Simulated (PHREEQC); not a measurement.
A solution holds 1 mmol/kgw Cu(BF4)2, 16 mmol/kgw HBF4 and 53 mmol/kgw H3BO3, at 20 °C. Closed to the air; pH follows from the charge balance.

Model: ion-association model, phreeqc.dat, run in PHREEQC.

```json
[
 {"quantity": "pH", "before": "1.84", "after": "2.75"},
 {"quantity": "ionic strength (mol/kgw)", "before": "0.0192", "after": "0.00215"},
 {"quantity": "H3BO3 (mol/kgw)", "before": "0.0529", "after": "0.00570"},
 {"quantity": "BF4- (mol/kgw)", "before": "0.0155", "after": "0.00101"},
 {"quantity": "HF (mol/kgw)", "before": "0.00282", "after": "0.00151"},
 {"quantity": "BF3OH- (mol/kgw)", "before": "0.00183", "after": "0.000222"}
]
```

Task: Name the change that produced these shifts.
A. temperature from 20 to 75 °C
B. HBF4 from 0.016 to 0.16 mol/kgw
C. diluted 10-fold with water
D. temperature from 20 to 25 °C
E. diluted 2-fold with water

Result: C, diluted 10-fold with water

This is a speciation only: nothing precipitates in the calculation. Real BF4- forms and hydrolyses slowly; the run takes it at equilibrium.
